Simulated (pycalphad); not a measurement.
## Phase fractions of Mg-14Si (at.%)

All values are pycalphad results on the COST 507 light-alloy database (1999) (1 atm), not direct measurements. These are 1990s assessments: newer ones move some temperatures and phases. Amounts are mole fractions of atoms. Kinetics are ignored, which matters at the lower temperatures.

```csv
T (K),liquid,MG2SI,hcp
1250,1.000,-,-
1170,0.843,0.157,-
1090,0.713,0.287,-
1010,0.644,0.356,-
930,0.608,0.392,-
850,-,0.420,0.580
770,-,0.420,0.580
690,-,0.420,0.580
610,-,0.420,0.580
530,-,0.420,0.580
450,-,0.420,0.580
370,-,0.420,0.580
```

Database names, with the compositions (at.%) that they take in these runs: MG2SI: Mg 67 Si 33.
